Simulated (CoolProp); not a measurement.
Vapour-liquid equilibrium of R1234yf (1) + R1234ze(E) (2) at 0.0238 MPa; x and y are mole fractions of (1).

Values from CoolProp's multi-fluid Helmholtz-energy mixture model, Lemmon 2022 and Thol 2016; pair parameters Bell 2022.

```json
[
 {"x": "0.05", "bubble temperature, mixture model (°C)": "-48.6", "bubble temperature, Raoult's law (°C)": "-48.4", "y, mixture model": "___", "y, Raoult's law": "0.085"},
 {"x": "0.125", "bubble temperature, mixture model (°C)": "___", "bubble temperature, Raoult's law (°C)": "-49.4", "y, mixture model": "0.210", "y, Raoult's law": "0.202"},
 {"x": "0.2", "bubble temperature, mixture model (°C)": "-50.5", "bubble temperature, Raoult's law (°C)": "-50.3", "y, mixture model": "0.314", "y, Raoult's law": "0.308"},
 {"x": "0.275", "bubble temperature, mixture model (°C)": "-51.4", "bubble temperature, Raoult's law (°C)": "-51.1", "y, mixture model": "0.408", "y, Raoult's law": "0.405"},
 {"x": "0.35", "bubble temperature, mixture model (°C)": "-52.2", "bubble temperature, Raoult's law (°C)": "-52.0", "y, mixture model": "0.492", "y, Raoult's law": "0.492"},
 {"x": "0.425", "bubble temperature, mixture model (°C)": "___", "bubble temperature, Raoult's law (°C)": "-52.7", "y, mixture model": "0.569", "y, Raoult's law": "0.572"},
 {"x": "0.5", "bubble temperature, mixture model (°C)": "-53.7", "bubble temperature, Raoult's law (°C)": "-53.5", "y, mixture model": "___", "y, Raoult's law": "0.645"},
 {"x": "0.575", "bubble temperature, mixture model (°C)": "-54.4", "bubble temperature, Raoult's law (°C)": "-54.2", "y, mixture model": "0.705", "y, Raoult's law": "0.711"},
 {"x": "0.65", "bubble temperature, mixture model (°C)": "-55.1", "bubble temperature, Raoult's law (°C)": "-55.0", "y, mixture model": "0.766", "y, Raoult's law": "0.773"},
 {"x": "0.725", "bubble temperature, mixture model (°C)": "-55.7", "bubble temperature, Raoult's law (°C)": "-55.6", "y, mixture model": "0.823", "y, Raoult's law": "0.829"},
 {"x": "0.8", "bubble temperature, mixture model (°C)": "-56.4", "bubble temperature, Raoult's law (°C)": "-56.3", "y, mixture model": "0.876", "y, Raoult's law": "0.881"},
 {"x": "0.875", "bubble temperature, mixture model (°C)": "___", "bubble temperature, Raoult's law (°C)": "-56.9", "y, mixture model": "___", "y, Raoult's law": "0.928"},
 {"x": "0.95", "bubble temperature, mixture model (°C)": "-57.6", "bubble temperature, Raoult's law (°C)": "-57.5", "y, mixture model": "___", "y, Raoult's law": "0.972"}
]
```

### Question
Complete the blanks.

### Answer

- 0.05, y, mixture model: 0.090
- 0.125, bubble temperature, mixture model (°C): -49.6
- 0.425, bubble temperature, mixture model (°C): -53.0
- 0.5, y, mixture model: 0.640
- 0.875, bubble temperature, mixture model (°C): -57.0
- 0.875, y, mixture model: 0.925
- 0.95, y, mixture model: 0.971

The largest gap from Raoult's law is -0.3 K in bubble temperature, at x = 0.275. No azeotrope shows between x = 0.05 and 0.95.

The pair parameters rest on a limited set of measurements; away from them the model extrapolates.
